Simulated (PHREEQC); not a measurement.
**Alkaline etch or developer: an equilibrium model**

Make-up at 20 °C: 0.0022 mol/kgw LiOH, 0.00077 mol/kgw H3BO3 and 0.00018 mol/kgw (CH3)4NCl. Closed to the air; pH follows from the charge balance.

The numbers come from PHREEQC with the ion-association model, phreeqc.dat.

This is a speciation only: nothing precipitates in the calculation.

Problem. Predict the pH.

Solution. pH 11.30.

(CH3)4N+ isn't in the database: it is added as a free cation with an ion size of 4 Å.
